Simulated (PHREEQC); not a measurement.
Make-up at 75 °C: 0.0037 mol NH4HS, 0.0023 mol NaHCO3 and 0.00033 mol FeCl2 per kg of water. Closed to the air; pH follows from the charge balance.

The numbers come from PHREEQC with the ion-association model, phreeqc.dat.

The ionic strength comes out as 0.00537 mol/kgw. What activity coefficients do CO3-2, Cl-, Fe(HS)3-, NaCO3-, NH4+ get?

CO3-2 0.71, Cl- 0.92, Fe(HS)3- 0.92, NaCO3- 0.92, NH4+ 0.91.

Precipitation was switched off in this run. Away from 25 °C the constants follow the database's enthalpies or fits; those with neither stay at their 25 °C values.
